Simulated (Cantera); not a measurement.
Charge: 1 mol PbO, 17 mol H2, 2.6 mol CO, equilibrated at 0.000230 bar.

Method: chemical equilibrium by Gibbs-energy minimisation in Cantera with the NASA 1993 tables (ideal gas, pure condensed phases). Candidate condensed phases: C, C6H6, C7H8, C8H18, H2O, Pb, PbO, PbO2, Pb3O4; 113 gas species. Rates play no part.

Task: What share of the Pb ends up in condensed phases as a function of T (K), at 773, 873, 973, 1073, 1173, 1273, 1373, 1473, 1573?

Result: 
```
T (K)  Pb condensed (%)     as
-----  ----------------  -----
773                99.8  Pb(l)
873                94.6  Pb(l)
973                22.5  Pb(l)
1073                0.0      -
1173                0.0      -
1273                0.0      -
1373                0.0      -
1473                0.0      -
1573                0.0      -
```
